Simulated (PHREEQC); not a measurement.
Consider water at 30 °C with 0.52 mol/kgw NaHCO3, 5e-05 mol/kgw Na2B4O7 and 0.0015 mol/kgw LiCl. Closed to the air; pH follows from the charge balance.

The numbers come from PHREEQC with the ion-association model, wateq4f.dat.

No solid was allowed to form.

Problem. Order these Na species by the share of Na that they hold, largest first: NaHCO3, Na+, NaCO3-.

Solution. Na+ (89 %), NaHCO3 (9.8 %), NaCO3- (1.7 %)

The pH is 7.70 and the ionic strength 0.465 mol/kgw.
